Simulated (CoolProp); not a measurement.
Saturation properties of methanol (Tc = 513.4 K, pc = 8.216 MPa, ω = 0.565).

The numbers come from the reference Helmholtz-energy equation of state, de Reuck 1993 in CoolProp.

```tsv
T (K)	p (MPa)	liquid density (kg/m³)	liquid cp (kJ/(kg K))	vapour Z	surface tension (mN/m)	vapour viscosity (µPa s)
297.8	0.01667	786.6	2.533	0.9758	22.2	9.61
303.3	0.02208	781.4	2.567	0.9728	21.7	9.78
308.8	0.02891	776.2	2.604	0.9696	21.3	9.95
314.3	0.03746	771.0	2.642	0.9660	20.8	10.1
319.9	0.04828	(withheld)	2.683	0.9621	20.3	10.3
325.4	0.06135	760.4	2.725	0.9579	19.9	(withheld)
330.9	0.07727	755.0	2.769	0.9534	19.4	10.6
336.4	0.09651	749.6	2.815	0.9485	18.9	10.8
342	0.1200	744.0	2.864	0.9431	18.4	10.9
347.5	0.1476	738.4	2.913	0.9374	(withheld)	11.1
353	0.1801	732.7	2.964	0.9311	17.5	11.3
358.5	(withheld)	727.0	3.018	0.9244	17.0	11.4
364.1	0.2640	720.9	3.074	0.9170	16.4	11.6
```

Problem. Some entries are withheld; supply them.

Solution. 
- 319.9, liquid density (kg/m³): 765.7
- 325.4, vapour viscosity (µPa s): 10.5
- 347.5, surface tension (mN/m): 17.9
- 358.5, p (MPa): 0.2184

It boils at 337.6 K under 1 atm.

Viscosity comes from a separate model (Xiang 2006). Surface tension comes from a separate correlation (Mulero 2012).
